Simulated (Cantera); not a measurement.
# Ammonia decomposition in nitride growth gas

An isothermal, constant-pressure homogeneous reactor starts with 76.9 % NH₃, 23.1 % H₂, at 2248 K and 0.0263 atm.

Detailed kinetics in Cantera: the gas-phase N/H chemistry of the illustrative SiF4/NH3 mechanism in the Surface Chemkin manual (1991). Walls and surfaces, which speed up NH3 decomposition in real reactors, are not modelled.

```json
[
 {"t (s)": "1.00e-6", "x NH₃": "0.769", "x H₂": "0.231", "x NH": "8.68e-12", "x N₂": "<1e-12", "x N": "<1e-12"},
 {"t (s)": "7.17e-6", "x NH₃": "0.769", "x H₂": "0.231", "x NH": "1.86e-9", "x N₂": "<1e-12", "x N": "<1e-12"},
 {"t (s)": "5.14e-5", "x NH₃": "0.769", "x H₂": "0.231", "x NH": "2.71e-7", "x N₂": "5.07e-9", "x N": "6.58e-10"},
 {"t (s)": "0.000368", "x NH₃": "0.767", "x H₂": "0.231", "x NH": "1.76e-5", "x N₂": "2.69e-5", "x N": "4.42e-7"},
 {"t (s)": "0.00264", "x NH₃": "0.745", "x H₂": "0.246", "x NH": "7.86e-5", "x N₂": "0.00539", "x N": "4.03e-6"},
 {"t (s)": "0.0189", "x NH₃": "0.600", "x H₂": "0.350", "x NH": "7.85e-5", "x N₂": "0.0464", "x N": "4.86e-6"},
 {"t (s)": "0.136", "x NH₃": "0.175", "x H₂": "0.655", "x NH": "5.75e-5", "x N₂": "0.167", "x N": "6.24e-6"},
 {"t (s)": "0.973", "x NH₃": "2.90e-5", "x H₂": "0.763", "x NH": "1.77e-6", "x N₂": "0.215", "x N": "2.68e-6"},
 {"t (s)": "6.97", "x NH₃": "1.36e-7", "x H₂": "0.748", "x NH": "2.73e-8", "x N₂": "0.213", "x N": "7.50e-8"},
 {"t (s)": "50.0", "x NH₃": "1.11e-7", "x H₂": "0.748", "x NH": "2.23e-8", "x N₂": "0.213", "x N": "6.15e-8"}
]
```
x: mole fraction; the columns are a selection and need not sum to one.

Equilibrium at this temperature and pressure: NH₃ 1.11e-7, H₂ 0.748, NH 2.23e-8, N₂ 0.213, N 6.15e-8 (gas phase only).
